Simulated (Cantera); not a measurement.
Feed: 1 mol MgO, 51 mol HCl, 0.075 mol O2, at 1473.15 K and 1.10 Pa.

Cantera equilibrium calculation (NASA polynomials, part measured and part estimated; ideal gas, pure solids and liquids). Candidate condensed phases: H2O, Mg, MgCl2, MgO, Mg(OH)2; 22 gas species. The numbers say what is thermodynamically allowed, not how fast it happens.

Base state: HCl 0.920, Cl 0.0276, H2O 0.0222, MgCl2 0.0193, H2 0.0107, H 0.000395, OH 2.14e-5 (mole fractions); condensed: gas only.

Problem. What changes in the equilibrium state with this change: pressure from 1.10 Pa to 1.90 mbar?

Solution. 
| species | before | after |
|---|---|---|
| HCl | 0.920 | 0.950 |
| H2O | 0.0222 | 0.0225 |
| MgCl2 | 0.0193 | 0.0195 |
| Cl | 0.0276 | 0.00753 |
| H2 | 0.0107 | 0.000882 |
| H | 0.000395 | 8.64e-6 |
| Cl2 | 3.54e-6 | 4.57e-5 |
| OH | 2.14e-5 | 5.72e-6 |

Problem. What changes in the equilibrium state with this change: pressure from 1.10 Pa to 13.3 mbar?

Solution. 
```csv
species,before,after
HCl,0.920,0.952
H2O,0.0222,0.0225
MgCl2,0.0193,0.0196
Cl,0.0276,0.00588
H2,0.0107,0.000207
H,0.000395,1.58e-6
Cl2,3.54e-6,0.000195
OH,2.14e-5,4.46e-6
```
